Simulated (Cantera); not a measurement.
An adiabatic, constant-volume homogeneous reactor starts with CO : H₂ : CH₄ : O₂ : N₂ = 1 : 0.14 : 0.052 : 0.613 : 2.3 (molar parts), equivalence ratio 1.1, at 1348 K and 1.38 atm. Integrator tolerance rtol = 1e-08.

Detailed kinetics in Cantera: GRI-Mech 3.0 (53 species, 325 reactions).

### Question
What does this change do: N2 2.3 to 5.7 parts?

### Answer
| quantity | before | after |
|---|---|---|
| time of steepest temperature rise | 45.6 µs | 85.3 µs |
| temperature at 0.100 s | 2906 K | 2557 K |
| equilibrium temperature | 2906 K | 2557 K |
| x(CO) at 0.100 s | 0.120 (gas-phase equilibrium 0.120) | 0.0387 (gas-phase equilibrium 0.0387) |
| x(H₂) at 0.100 s | 0.00524 (gas-phase equilibrium 0.00524) | 0.00170 (gas-phase equilibrium 0.00170) |
| x(CH₄) at 0.100 s | <1e-12 (gas-phase equilibrium <1e-12) | <1e-12 (gas-phase equilibrium <1e-12) |
| x(H₂O₂) at 0.100 s | 2.21e-7 (gas-phase equilibrium 2.21e-7) | 3.43e-8 (gas-phase equilibrium 3.43e-8) |
| x(NO) at 0.100 s | 0.0146 (gas-phase equilibrium 0.0146) | 0.00498 (gas-phase equilibrium 0.00498) |
| x(H) at 0.100 s | 0.00510 (gas-phase equilibrium 0.00510) | 0.000842 (gas-phase equilibrium 0.000842) |
